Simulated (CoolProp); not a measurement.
Vapour-liquid equilibrium of isobutane (1) + n-butane (2) at -21.25 °C; x and y are mole fractions of (1).

Model: multi-fluid Helmholtz-energy mixture model, Bücker 2006 and Bücker 2006; pair parameters Kunz 2012, in CoolProp.

Problem. Give the bubble pressure and the first vapour's composition at x = 0.35, 0.65, 0.8. Is there an azeotrope?

Solution. x = 0.35: 0.05191 MPa, y = 0.461; x = 0.65: 0.05967 MPa, y = 0.746; x = 0.8: 0.06355 MPa, y = 0.863. No azeotrope shows between x = 0.05 and 0.95.

The pair parameters rest on a limited set of measurements; away from them the model extrapolates.
